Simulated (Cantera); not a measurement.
Feed: 1 mol N2O, 0.41 mol H2, at 0.00410 bar.

These are equilibrium values from Cantera (NASA tables, ideal gas, pure condensed phases), not measurements of a reactor. Candidate condensed phases: H2O; 47 gas species. Ions and electrons are included (thermal ionisation). Kinetics and transport are ignored. All values below are at 5000 K.

Base state: O 0.313, H 0.257, N 0.231, N2 0.198, NO 0.000631, e- 0.000130, NO+ 0.000116, OH 1.49e-5 (mole fractions); condensed: gas only.

Problem. What changes in the equilibrium state with this change: pressure from 0.00410 bar to 0.000340 bar?

Solution. 
```csv
species,before,after
N,0.231,0.436
O,0.313,0.277
H,0.257,0.227
N2,0.198,0.0589
OH,1.49e-5,9.64e-7
N+,2.48e-6,3.35e-5
NO,0.000631,8.76e-5
```
